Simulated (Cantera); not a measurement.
An adiabatic, constant-pressure homogeneous reactor starts with CO : H2 : O2 : N2 = 1 : 0.24 : 0.925 : 3.15 (molar parts), at 1325 K and 1.50 bar. Integrator tolerance rtol = 1e-08.

Model: GRI-Mech 3.0 (53 species, 325 reactions), integrated in Cantera.

Task: What does this change do: initial temperature 1325 to 1600 K?

Result: 
```csv
quantity,before,after
time of steepest temperature rise,29.4 µs,12.4 µs
temperature at 4.00 s,2651 K,2749 K
equilibrium temperature,2651 K,2749 K
x(CO) at 4.00 s,0.0402 (gas-phase equilibrium 0.0402),0.0550 (gas-phase equilibrium 0.0550)
x(H2) at 4.00 s,0.00155 (gas-phase equilibrium 0.00155),0.00211 (gas-phase equilibrium 0.00211)
x(O2) at 4.00 s,0.0709 (gas-phase equilibrium 0.0709),0.0743 (gas-phase equilibrium 0.0743)
x(NO2) at 4.00 s,8.47e-6 (gas-phase equilibrium 8.47e-6),9.38e-6 (gas-phase equilibrium 9.38e-6)
x(HO2) at 4.00 s,6.59e-6 (gas-phase equilibrium 6.59e-6),8.20e-6 (gas-phase equilibrium 8.20e-6)
x(NO) at 4.00 s,0.0156 (gas-phase equilibrium 0.0156),0.0184 (gas-phase equilibrium 0.0184)
x(O) at 4.00 s,0.00638 (gas-phase equilibrium 0.00638),0.00992 (gas-phase equilibrium 0.00992)
```

Task: What does this change do: pressure from 1.50 bar to 1.01 bar?

Result: 
```json
[
 {"quantity": "time of steepest temperature rise", "before": "29.4 µs", "after": "43.0 µs"},
 {"quantity": "temperature at 4.00 s", "before": "2651 K", "after": "2627 K"},
 {"quantity": "equilibrium temperature", "before": "2651 K", "after": "2627 K"},
 {"quantity": "x(CO) at 4.00 s", "before": "0.0402 (gas-phase equilibrium 0.0402)", "after": "0.0426 (gas-phase equilibrium 0.0426)"},
 {"quantity": "x(H2) at 4.00 s", "before": "0.00155 (gas-phase equilibrium 0.00155)", "after": "0.00167 (gas-phase equilibrium 0.00167)"},
 {"quantity": "x(O2) at 4.00 s", "before": "0.0709 (gas-phase equilibrium 0.0709)", "after": "0.0719 (gas-phase equilibrium 0.0719)"},
 {"quantity": "x(NO2) at 4.00 s", "before": "8.47e-6 (gas-phase equilibrium 8.47e-6)", "after": "6.96e-6 (gas-phase equilibrium 6.96e-6)"},
 {"quantity": "x(HO2) at 4.00 s", "before": "6.59e-6 (gas-phase equilibrium 6.59e-6)", "after": "5.68e-6 (gas-phase equilibrium 5.68e-6)"},
 {"quantity": "x(NO) at 4.00 s", "before": "0.0156 (gas-phase equilibrium 0.0156)", "after": "0.0151 (gas-phase equilibrium 0.0151)"},
 {"quantity": "x(O) at 4.00 s", "before": "0.00638 (gas-phase equilibrium 0.00638)", "after": "0.00704 (gas-phase equilibrium 0.00704)"}
]
```
